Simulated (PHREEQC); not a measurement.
# Alkaline etch or developer (model solution)

Consider water at 71 °C with 0.04 mol/kgw KOH, 0.00015 mol/kgw K2SiO3 and 0.022 mol/kgw HBr. It is in equilibrium with CO2 at log p = -3.4 (atm). Otherwise closed; pH follows from the charge balance.

Model: ion-association model, phreeqc.dat, run in PHREEQC.

Precipitation was switched off in this run.

Problem. What pH, ionic strength, specific conductance does the model give?

Solution. pH 9.47; ionic strength 0.0442 mol/kgw; specific conductance 11000 µS/cm.

Problem. In which forms is C present?

Solution. HCO3- 72 %, CO3-2 28 % of the C.

Species that the database lacks are ignored. Constants without temperature data keep their 25 °C values here.
